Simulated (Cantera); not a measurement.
Feed: 1 mol Si(CH3)4, 0.071 mol C2H2, 240 mol H2, 0.03 mol C2H4, held at 1023.15 K and 173 Torr.

Equilibrium computed with Cantera from the NASA thermochemical tables; the gas is ideal and each condensed phase is pure. Candidate condensed phases: C, C6H6, C7H8, C8H18, Si, SiC; 87 gas species. Rates play no part.

Base state: H2 0.987, CH4 0.0132 (mole fractions); condensed: SiC(s).

### Question
What changes in the equilibrium state with this change: temperature from 1023.15 K to 1475 K?

### Answer
| species | before | after |
|---|---|---|
| H2 | 0.987 | 0.999 |
| CH4 | 0.0132 | 0.000668 |
| H | 8.61e-9 | 2.70e-5 |
| SiC(s), mol | 1.00 | 1.000 |
| C(graphite), mol | 0 | 3.03 |

### Question
What changes in the equilibrium state with this change: Si(CH3)4 replaced by SiCl4?

### Answer
```json
[
 {"species": "H2", "before": "0.987", "after": "0.990"},
 {"species": "HCl", "before": "0", "after": "0.00692"},
 {"species": "SiHCl3", "before": "0", "after": "0.00141"},
 {"species": "CH4", "before": "0.0132", "after": "8.03e-6"},
 {"species": "SiCl4", "before": "0", "after": "0.00116"},
 {"species": "SiH2Cl2", "before": "0", "after": "0.000190"},
 {"species": "SiC(s), mol", "before": "1.00", "after": "0.200"},
 {"species": "Si(s), mol", "before": "0", "after": "0.0936"}
]
```
Mutual solubility and eutectic melting of coexisting phases are not modelled. The tables' values for SiCl3 are old estimates; treat these amounts as uncertain.
